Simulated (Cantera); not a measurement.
Feed: 1 mol SiF₄, 3.2 mol NH₃, 0.92 mol H₂, at 802 °C and 1330 Pa.

Equilibrium computed with Cantera from the NASA thermochemical tables; the gas is ideal and each condensed phase is pure. Candidate condensed phases: Si, Si₃N₄; 37 gas species. The tables' values for SiF₃ are old estimates; treat these amounts as uncertain. The numbers say what is thermodynamically allowed, not how fast it happens.

Base state: H₂ 0.687, N₂ 0.192, SiF₄ 0.119, HF 0.00125, SiHF₃ 0.000445, SiF₃ 7.72e-5 (mole fractions); condensed: Si₃N₄(s).

Q: What changes in the equilibrium state with this change: temperature from 802 °C to 752 °C?

A: 
```tsv
species	before	after
H₂	0.687	0.687
N₂	0.192	0.192
SiF₄	0.119	0.120
HF	0.00125	0.000866
SiF₃	7.72e-5	2.80e-5
SiHF₃	0.000445	0.000306
Si₃N₄(s), mol	0.000502	0.000369
```
